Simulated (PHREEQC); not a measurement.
Consider water at 25 °C with 0.13 mol NH4HF2, 0.0019 mol (NH4)2SiF6, 0.17 mol H3PO4 and 0.0012 mol HCl per kg of water. Closed to the air; pH follows from the charge balance.

Computed with PHREEQC (ion-association model, phreeqc.dat).

Each row changes one thing in this solution. This is a speciation only: nothing precipitates in the calculation.

| case | pH | ionic strength (mol/kgw) | HF (mol/kgw) | H2PO4- (mol/kgw) | H3PO4 (mol/kgw) | F- (mol/kgw) | SI of Quartz (SiO2) |
|---|---|---|---|---|---|---|---|
| as made | 2.13 | 0.145 | 0.197 | 0.0940 | 0.0760 | 0.0250 | -10.47 |
| 0.021 mol/kgw HBr added | 2.02 | 0.148 | 0.207 | 0.0832 | 0.0868 | 0.0204 | -10.38 |
| 0.097 mol/kgw NaHSO4 added | 1.74 | 0.281 | 0.225 | 0.0600 | 0.110 | 0.0129 | -10.21 |
| HCl replaced by NH4Cl at the same molality | 2.14 | 0.146 | 0.197 | 0.0946 | 0.0754 | 0.0253 | -10.47 |
| temperature from 25 to 50 °C | 2.26 | 0.143 | 0.201 | 0.0953 | 0.0747 | 0.0216 | -8.98 |
| temperature from 25 to 90 °C | 2.47 | 0.140 | 0.214 | 0.102 | 0.0685 | 0.0168 | -6.68 |
| diluted 2-fold with water | 2.23 | 0.0749 | 0.103 | 0.0504 | 0.0346 | 0.0151 | -9.13 |

Species that the database lacks are ignored. At this temperature some constants are extrapolated from 25 °C, and those without enthalpy data are left unchanged. SiF6-2 is the database's only silicon fluoride.
